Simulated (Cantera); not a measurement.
Thermodynamics of silicon epitaxy and polysilicon growth, feed SiH₂Cl₂ + HCl + H₂

A closed system holds: 1 mol SiH₂Cl₂, 0.045 mol HCl, 18 mol H₂, at 0.133 bar.

Cantera equilibrium calculation (NASA polynomials, part measured and part estimated; ideal gas, pure solids and liquids). Candidate condensed phases: Si; 19 gas species. The tables' values for SiCl₃ are old estimates; treat these amounts as uncertain. Rates play no part.

```
T (°C)   x H₂    x HCl   x SiCl₄   x SiCl₂  x SiHCl₃   x SiCl₃  x SiH₂Cl₂       x H  n Si(s)
------  -----  -------  --------  --------  --------  --------  ---------  --------  -------
600     0.968  0.00370    0.0176   1.79e-5   0.00985   7.32e-5   0.000503  1.26e-10    0.453
675     0.965  0.00790    0.0168   9.85e-5   0.00924  0.000221   0.000514   1.41e-9    0.475
750     0.960   0.0148    0.0153  0.000408   0.00837  0.000543   0.000507   1.11e-8    0.509
825     0.952   0.0249    0.0128   0.00132   0.00712   0.00109   0.000475   6.61e-8    0.553
900     0.942   0.0373   0.00928   0.00336   0.00546   0.00178   0.000412   3.13e-7    0.600
975     0.932   0.0499   0.00543   0.00670   0.00357   0.00225   0.000319   1.23e-6    0.638
1050    0.923   0.0594   0.00242    0.0104   0.00191   0.00215   0.000216   4.17e-6    0.658
1125    0.919   0.0644  0.000871    0.0133  0.000872   0.00165   0.000131   1.24e-5    0.664
1200    0.917   0.0662  0.000290    0.0150  0.000377   0.00113    7.69e-5   3.32e-5    0.661
1275    0.916   0.0666   9.93e-5    0.0161  0.000167  0.000756    4.57e-5   8.07e-5    0.656
```
x: gas mole fraction; n: condensed amount in mol.

From 600 °C to 1275 °C the condensed part is Si(s). The main Si-bearing gas is SiCl₄ at 600 °C and SiCl₂ at 1275 °C. The share of Si in condensed phases is highest at 1125 °C (66.4 %) and lowest at 600 °C (45.3 %).
